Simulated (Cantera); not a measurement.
A closed system holds: 1 mol Fe(CO)₅, 1.9 mol CO, 51 mol N₂.

Method: chemical equilibrium by Gibbs-energy minimisation in Cantera with the NASA 1993 tables (ideal gas, pure condensed phases). Candidate condensed phases: C, Fe, Fe(CO)₅, FeO, Fe₂O₃, Fe₃O₄; 27 gas species. Iron dissolves carbon and melts from about 1420 K in contact with it, which pure phases cannot show. Condensed phases not in the tables: cementite and carbon dissolved in iron. Equilibrium is a limit: real reactors are often held back by kinetics, nucleation or transport.

Stable condensed phases, one row left out:

```
T in K \ P in Pa
              10      68     460    3200   22000  150000 1000000
   1598        A       A       A       A       A       A       B
   1573        A       A       A       A       A       A       B
   1548        A       A       A       A       A       A       B
   1523        A       A       A       A       A       A       B
   1473        A       A       A       A       A       B       B
   1448        A       A       A       A       A       B       B
   1423        A       A       A       A       A       B       B
   1398        A       A       A       A       A       B       B
   1373        A       A       A       A       A       B       B
   1348        A       A       A       A       A       B       B
   1323        A       A       A       A       B       B       B
   1298        A       A       A       A       B       B       B
   1273        A       A       A       A       B       B       B
```

A: Fe; B: C + Fe.

### Question
Give the row for 1498 K.

### Answer
10: Fe; 68: Fe; 460: Fe; 3200: Fe; 22000: Fe; 150000: C + Fe; 1000000: C + Fe.
